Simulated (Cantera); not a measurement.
Charge: 1 mol SiH2Cl2, 0.13 mol HCl, 5.1 mol H2, held at 0.00133 bar.

These are equilibrium values from Cantera (NASA tables, ideal gas, pure condensed phases), not measurements of a reactor. Candidate condensed phases: Si; 19 gas species. The tables' values for SiCl, SiCl3 are old estimates; treat these amounts as uncertain. Gases not in the tables: Si2H6 and higher silanes. Kinetics and transport are ignored.

log p: log10 of the partial pressure in bar; n: condensed amount in mol.

| T (K) | log p H2 | log p HCl | log p H | log p SiCl2 | log p Si | log p Cl | n Si(l) |
|---|---|---|---|---|---|---|---|
| 1773 | -2.99 | -3.74 | -5.04 | -3.99 | -5.67 | -5.91 | 0.419 |
| 1823 | -2.99 | -3.73 | … | -4.00 | … | … | 0.416 |
| 1873 | -2.99 | -3.73 | -4.69 | -4.02 | -5.05 | -5.54 | 0.399 |
| 1923 | -3.00 | -3.73 | … | -4.03 | … | … | … |
| 1973 | -3.01 | -3.73 | -4.38 | -4.05 | -4.50 | -5.22 | 0.274 |
| 2023 | -3.03 | -3.74 | -4.24 | -4.08 | -4.24 | -5.08 | 0.115 |
| 2073 | -3.05 | -3.73 | -4.11 | -4.15 | -4.09 | -4.91 | 0 |
| 2123 | -3.07 | -3.69 | -3.98 | -4.25 | -4.04 | -4.73 | 0 |

Question: Fill in the missing entries.

Answer: 
- 1823, log p H: -4.86
- 1823, log p Si: -5.35
- 1823, log p Cl: -5.72
- 1923, log p H: -4.53
- 1923, log p Si: -4.77
- 1923, log p Cl: -5.38
- 1923, n Si(l): 0.358
